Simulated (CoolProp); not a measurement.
Vapour-liquid equilibrium of CHF3 (R23) (1) + CH2F2 (R32) (2) at 219.1 K; x and y are mole fractions of (1).

The numbers come from the multi-fluid Helmholtz-energy mixture model, Penoncello 2003 and Tillner-Roth 1997; pair parameters Bell 2016 in CoolProp.

```json
[
 {"x": "0.05", "bubble pressure (bar)": "1.054", "y at the bubble point": "0.187", "dew pressure at overall composition x (bar)": "[?]", "liquid density (mol/L)": "23.21"},
 {"x": "0.125", "bubble pressure (bar)": "[?]", "y at the bubble point": "[?]", "dew pressure at overall composition x (bar)": "0.9953", "liquid density (mol/L)": "22.86"},
 {"x": "0.2", "bubble pressure (bar)": "1.530", "y at the bubble point": "0.518", "dew pressure at overall composition x (bar)": "1.067", "liquid density (mol/L)": "22.52"},
 {"x": "0.275", "bubble pressure (bar)": "1.767", "y at the bubble point": "0.618", "dew pressure at overall composition x (bar)": "1.149", "liquid density (mol/L)": "22.18"},
 {"x": "0.35", "bubble pressure (bar)": "2.004", "y at the bubble point": "0.694", "dew pressure at overall composition x (bar)": "1.245", "liquid density (mol/L)": "21.85"},
 {"x": "0.425", "bubble pressure (bar)": "2.239", "y at the bubble point": "0.755", "dew pressure at overall composition x (bar)": "1.358", "liquid density (mol/L)": "21.52"},
 {"x": "0.5", "bubble pressure (bar)": "2.473", "y at the bubble point": "0.804", "dew pressure at overall composition x (bar)": "1.493", "liquid density (mol/L)": "21.19"},
 {"x": "0.575", "bubble pressure (bar)": "2.706", "y at the bubble point": "[?]", "dew pressure at overall composition x (bar)": "1.657", "liquid density (mol/L)": "20.87"},
 {"x": "0.65", "bubble pressure (bar)": "[?]", "y at the bubble point": "0.880", "dew pressure at overall composition x (bar)": "1.860", "liquid density (mol/L)": "20.54"},
 {"x": "0.725", "bubble pressure (bar)": "3.172", "y at the bubble point": "0.911", "dew pressure at overall composition x (bar)": "[?]", "liquid density (mol/L)": "20.22"},
 {"x": "0.8", "bubble pressure (bar)": "3.406", "y at the bubble point": "0.938", "dew pressure at overall composition x (bar)": "2.453", "liquid density (mol/L)": "19.90"},
 {"x": "0.875", "bubble pressure (bar)": "3.643", "y at the bubble point": "[?]", "dew pressure at overall composition x (bar)": "2.901", "liquid density (mol/L)": "19.57"},
 {"x": "0.95", "bubble pressure (bar)": "3.883", "y at the bubble point": "0.986", "dew pressure at overall composition x (bar)": "3.515", "liquid density (mol/L)": "19.25"}
]
```

**Question.** Complete the blanks.

**Answer.** 
- 0.05, dew pressure at overall composition x (bar): 0.9328
- 0.125, bubble pressure (bar): 1.292
- 0.125, y at the bubble point: 0.383
- 0.575, y at the bubble point: 0.845
- 0.65, bubble pressure (bar): 2.939
- 0.725, dew pressure at overall composition x (bar): 2.118
- 0.875, y at the bubble point: 0.963

No azeotrope shows between x = 0.05 and 0.95.

Pair parameters are fitted to limited data, so mixtures are less certain than the pure fluids.
